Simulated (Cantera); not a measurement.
Mixture: H2 : O2 : N2 = 1 : 0.847 : 2.4 (molar parts), equivalence ratio 0.59, at 2.10 bar, adiabatic and at constant pressure. Ignition delay is the time to a rise of 400 K.

Model: GRI-Mech 3.0 (53 species, 325 reactions), integrated in Cantera. The hydrogen kinetics of GRI-Mech 3.0 are dated; newer H2 mechanisms differ, most at raised pressure. Where the delays flatten at high temperature, the 400 K rule measures the pace of heat release, not the induction time.

Problem. Predict: delay at 1250 K; delay at 1300 K; delay at 1350 K; delay at 1400 K; delay at 1450 K; delay at 1500 K.

Solution. 
| Quantity | Value |
|---|---|
| delay at 1250 K | 15.6 µs |
| delay at 1300 K | 12.3 µs |
| delay at 1350 K | 10.1 µs |
| delay at 1400 K | 8.49 µs |
| delay at 1450 K | 7.36 µs |
| delay at 1500 K | 6.53 µs |
